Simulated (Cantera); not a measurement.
## Silicon oxide and oxynitride deposition: HMDSO + CO2

Input: 1 mol HMDSO, 0.31 mol CO2, held at 0.750 bar.

Cantera equilibrium calculation (NASA polynomials, part measured and part estimated; ideal gas, pure solids and liquids). Candidate condensed phases: C, C6H6, C7H8, C8H18, H2O, Si, SiC, SiO2; 123 gas species. The feed counts by its element totals alone. Gases not in the tables: Si2H6 and higher silanes. The numbers say what is thermodynamically allowed, not how fast it happens.

| T (K) | x H2 | x CO | x H | x SiO | x C2H2 (acetylene) | n C(graphite) | n SiC(s) |
|---|---|---|---|---|---|---|---|
| 1623 | 0.846 | 0.152 | 7.34e-5 | 0.000479 | 2.95e-5 | 2.69 | 1.99 |
| 1673 | 0.847 | 0.152 | 0.000121 | 0.000569 | 4.82e-5 | 2.69 | 1.99 |
| 1723 | 0.847 | 0.152 | 0.000194 | 0.000669 | 7.66e-5 | 2.70 | 1.99 |
| 1773 | 0.847 | 0.152 | 0.000302 | 0.000779 | 0.000119 | 2.70 | 1.99 |
| 1823 | 0.846 | 0.152 | 0.000460 | 0.000899 | 0.000179 | 2.70 | 1.99 |
| 1873 | 0.846 | 0.151 | 0.000686 | 0.00103 | 0.000264 | 2.70 | 1.99 |
| 1923 | 0.846 | 0.151 | 0.00100 | 0.00117 | 0.000382 | 2.70 | 1.99 |
| 1973 | 0.845 | 0.151 | 0.00143 | 0.00132 | 0.000541 | 2.70 | 1.99 |
| 2023 | 0.845 | 0.151 | 0.00202 | 0.00148 | 0.000754 | 2.70 | 1.98 |
| 2073 | 0.844 | 0.151 | 0.00279 | 0.00165 | 0.00103 | 2.70 | 1.98 |
| 2123 | 0.842 | 0.150 | 0.00380 | 0.00183 | 0.00139 | 2.70 | 1.98 |
| 2173 | 0.841 | 0.150 | 0.00511 | 0.00202 | 0.00186 | 2.69 | 1.98 |
x: gas mole fraction; n: condensed amount in mol.

From 1623 K to 2173 K the condensed part is C(graphite) + SiC(s). The main Si-bearing gas is SiO throughout.
